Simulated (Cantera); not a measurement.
A closed system holds: 1 mol CS2, 0.41 mol H2O, 7.7 mol H2, equilibrated at 53.0 Pa.

Method: chemical equilibrium by Gibbs-energy minimisation in Cantera with the NASA 1993 tables (ideal gas, pure condensed phases). Candidate condensed phases: C, C6H6, C7H8, C8H18, H2O, H2SO4, S; 123 gas species. Equilibrium is a limit: real reactors are often held back by kinetics, nucleation or transport.

Q: At 2648 K, list the 5 most abundant gas species with their mole fractions, and the condensed phases.

A: H 0.725, H2 0.129, S 0.0826, CS 0.0358, CO 0.0249. Condensed: gas only.
